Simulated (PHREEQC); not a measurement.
**Reverse-osmosis permeate (model solution)**

Synthetic water in mmol/kgw, 20 °C, pH 6.73, pe 8.9:

```
constituent           mmol/kgw
--------------------  --------
Na                       0.133
K                      0.00167
Ca                       0.124
Mg                      0.0172
Cl                       0.164
S(6)                   0.00547
Alkalinity (meq/kgw)     0.247
Pb                    4.92e-05
Zn                    0.000911
N(5)                  0.000402
```

Valence states are taken as typed.

Model: ion-association model, wateq4f.dat, run in PHREEQC.

This is a speciation only: nothing precipitates in the calculation.

What charge-balance error does the model give?

charge-balance error -0.4 %.

In which forms is S present?

SO4-2 98 %, CaSO4 1.9 % of the S.

Species that the database lacks are ignored.
